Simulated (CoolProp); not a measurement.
Values from CoolProp's reference Helmholtz-energy equation of state, Lemmon 2006. It is a short technical equation, of lower accuracy than the large ones.

Task: Give the vapour pressure (bar), liquid density (kg/m³), vapour density (kg/m³), enthalpy of vaporisation (kJ/kg) of saturated acetone at 86.15, 119.85, 136.65 °C.

Result: 
```json
[
 {"T (°C)": "86.15", "p (bar)": "2.57", "liquid density (kg/m³)": "712", "vapour density (kg/m³)": "5.49", "enthalpy of vaporisation (kJ/kg)": "466"},
 {"T (°C)": "119.85", "p (bar)": "6.03", "liquid density (kg/m³)": "666", "vapour density (kg/m³)": "12.7", "enthalpy of vaporisation (kJ/kg)": "421"},
 {"T (°C)": "136.65", "p (bar)": "8.71", "liquid density (kg/m³)": "641", "vapour density (kg/m³)": "18.4", "enthalpy of vaporisation (kJ/kg)": "395"}
]
```
